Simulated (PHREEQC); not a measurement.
Solution (15 °C): 0.0002 mol Ag2SO4 and 0.53 mol Na2SO4 per kg of water. Closed to the air; pH follows from the charge balance.

The numbers come from PHREEQC with the ion-association model, wateq4f.dat.

### Question
The ionic strength comes out as 1.17 mol/kgw. What activity coefficients do SO4-2, NaSO4-, Ag+, Na+, AgSO4- get?

### Answer
SO4-2 0.15, NaSO4- 0.65, Ag+ 0.82, Na+ 0.73, AgSO4- 0.82.

This is a speciation only: nothing precipitates in the calculation. Caution: at this ionic strength the ion-association model is outside its range; a Pitzer model would be the better tool where its parameters exist. Species that the database lacks are ignored.
